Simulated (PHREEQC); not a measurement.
A made-up water analysis in mmol/kgw, 25 °C, pH 6.08, pe 8.3: Na 0.0199; K 0.26; Ca 0.0493; Mg 0.0538; Cl 0.153; S(6) 0.138; Alkalinity (meq/kgw) 0.0757; Ba 3.78e-05; Br 0.00489; Si 0.000734.

Valence states are taken as typed.

Model: ion-association model, wateq4f.dat, run in PHREEQC.

```yaml
ionic_strength: 0.000730 mol/kgw
charge_balance_error: -2.4 %
```

```json
[
 {"species": "K+", "molality": "0.000260", "activity": "0.000252", "log γ": "-0.013"},
 {"species": "Cl-", "molality": "0.000153", "activity": "0.000148", "log γ": "-0.013"},
 {"species": "CO2", "molality": "0.000139", "activity": "0.000139", "log γ": "0.000"},
 {"species": "SO4-2", "molality": "0.000135", "activity": "0.000120", "log γ": "-0.053"},
 {"species": "HCO3-", "molality": "7.65e-5", "activity": "7.42e-5", "log γ": "-0.013"},
 {"species": "Mg+2", "molality": "5.25e-5", "activity": "4.65e-5", "log γ": "-0.052"},
 {"species": "Ca+2", "molality": "4.82e-5", "activity": "4.27e-5", "log γ": "-0.053"},
 {"species": "Na+", "molality": "1.99e-5", "activity": "1.93e-5", "log γ": "-0.013"},
 {"species": "Br-", "molality": "4.89e-6", "activity": "4.74e-6", "log γ": "-0.013"},
 {"species": "MgSO4", "molality": "1.31e-6", "activity": "1.31e-6", "log γ": "0.000"},
 {"species": "CaSO4", "molality": "1.02e-6", "activity": "1.02e-6", "log γ": "0.000"},
 {"species": "H+", "molality": "8.57e-7", "activity": "8.32e-7", "log γ": "-0.013"},
 {"species": "H4SiO4", "molality": "7.34e-7", "activity": "7.34e-7", "log γ": "0.000"},
 {"species": "KSO4-", "molality": "2.19e-7", "activity": "2.12e-7", "log γ": "-0.013"},
 {"species": "CaHCO3+", "molality": "4.17e-8", "activity": "4.04e-8", "log γ": "-0.013"}
]
```

Precipitation was switched off in this run. Species that the database lacks are ignored.
